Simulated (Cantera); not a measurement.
Input: 1 mol CH3SiH3, 0.0065 mol C3H8, 7.7 mol H2, held at 13300 Pa.

These are equilibrium values from Cantera (NASA tables, ideal gas, pure condensed phases), not measurements of a reactor. Candidate condensed phases: C, C6H6, C7H8, C8H18, Si, SiC; 87 gas species. The feed counts by its element totals alone. Rates play no part.

Over these rows the condensed part is C(graphite) + SiC(s). Partial pressures as log10 of bar:

```csv
T (K),1000/T (1/K),log p C2H2 (acetylene),log p H2
1475,0.6780,-6.05,-0.88
1575,0.6349,-5.55,-0.88
1675,0.5970,-5.11,-0.88
1775,0.5634,-4.72,-0.88
1875,0.5333,?,-0.88
1975,0.5063,-4.06,-0.88
```

Fit log p(C2H2 (acetylene)) = a + b·(1000/T) to the five rows, give the apparent enthalpy, and predict the row at 1875 K.

Means: 1000/T = 0.5959, log p = -5.098. Sxy = -0.201090, Sxx = 0.0173470, so b = -11.59 and a = -5.098 − (-11.59)×0.5959 = 1.81.
Apparent enthalpy: −19.145 × (-11.59) = 222 kJ/mol. With the condensed phases at unit activity, 2 C(graphite) + H2(g) = C2H2 (acetylene)(g) links this pressure to the main gases: over the six rows their terms move log p by +0.00 in all, so the slope is close to that reaction's ΔH°. The five rows lie within 0.01 of the line.
Prediction at 1875 K: 1.81 + (-11.59)×0.5333 = -4.37. The computed value is -4.38, 0.01 from the line.
